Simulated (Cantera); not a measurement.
**Ti(NMe2)4 + NH3 + H2 (titanium nitride, carbide and oxide coatings)**

Charge: 1 mol Ti(NMe2)4, 0.99 mol NH3, 420 mol H2, at 1402 °C.

Method: chemical equilibrium by Gibbs-energy minimisation in Cantera with the NASA 1993 tables (ideal gas, pure condensed phases). Candidate condensed phases: C, C6H6, C7H8, C8H18, Ti, TiC, TiN; 93 gas species. The feed counts by its element totals alone. TiC: taken at fixed stoichiometry. Rates play no part.

From 10.0 Pa to 1.00 bar the condensed part is C(graphite) + TiC(s).

| P (Pa) | x H2 | x H | x N2 | x CH4 | x HCN | x C2H2 (acetylene) | x HNC | x C2H4 | n C(graphite) | n TiC(s) |
|---|---|---|---|---|---|---|---|---|---|---|
| 10 | 0.983 | 0.0115 | 0.00557 | 1.16e-7 | 0.000236 | 5.71e-5 | 6.62e-6 | 3.33e-10 | 6.84 | 1.000 |
| 32 | 0.988 | 0.00645 | 0.00558 | 3.76e-7 | 0.000237 | 5.74e-5 | 6.64e-6 | 1.08e-9 | 6.84 | 1.000 |
| 100 | 0.990 | 0.00365 | 0.00559 | 1.18e-6 | 0.000237 | 5.75e-5 | 6.66e-6 | 3.38e-9 | 6.84 | 1.00 |
| 320 | 0.992 | 0.00204 | 0.00559 | 3.79e-6 | 0.000238 | 5.76e-5 | 6.66e-6 | 1.09e-8 | 6.84 | 1.00 |
| 1000 | 0.993 | 0.00116 | 0.00560 | 1.19e-5 | 0.000238 | 5.77e-5 | 6.67e-6 | 3.40e-8 | 6.84 | 1.00 |
| 3200 | 0.993 | 0.000647 | 0.00560 | 3.80e-5 | 0.000238 | 5.77e-5 | 6.67e-6 | 1.09e-7 | 6.83 | 1.00 |
| 10000 | 0.994 | 0.000366 | 0.00560 | 0.000119 | 0.000238 | 5.77e-5 | 6.67e-6 | 3.40e-7 | 6.79 | 1.00 |
| 32000 | 0.994 | 0.000205 | 0.00560 | 0.000381 | 0.000238 | 5.77e-5 | 6.67e-6 | 1.09e-6 | 6.68 | 1.00 |
| 100000 | 0.993 | 0.000116 | 0.00561 | 0.00119 | 0.000238 | 5.77e-5 | 6.67e-6 | 3.40e-6 | 6.32 | 1.00 |
x: gas mole fraction; n: condensed amount in mol.
